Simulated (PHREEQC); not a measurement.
# Copper plating or etch bath: speciation

Dissolve 69 mmol/kgw Cu(BF4)2, 21 mmol/kgw H2SO4 and 1.4 mmol/kgw Na2SO4 at 25 °C. Closed to the air; pH follows from the charge balance.

Model: ion-association model, wateq4f.dat, run in PHREEQC.

The pH is 1.58 and the ionic strength comes out as 0.227 mol/kgw. The total alkalinity is -456 meq/kg.

```tsv
species	molality	activity	log γ
BF4-	0.132	0.0880	-0.175
Cu+2	0.0612	0.0193	-0.501
H+	0.0331	0.0263	-0.101
HF	0.0120	0.0127	0.023
CuSO4	0.00769	0.00811	0.023
SO4-2	0.00738	0.00206	-0.554
HSO4-	0.00730	0.00526	-0.143
BF3OH-	0.00380	0.00254	-0.175
Na+	0.00277	0.00204	-0.132
H3BO3	0.00222	0.00234	0.023
F-	0.000462	0.000322	-0.157
```

Precipitation was switched off in this run. Real BF4- forms and hydrolyses slowly; the run takes it at equilibrium.
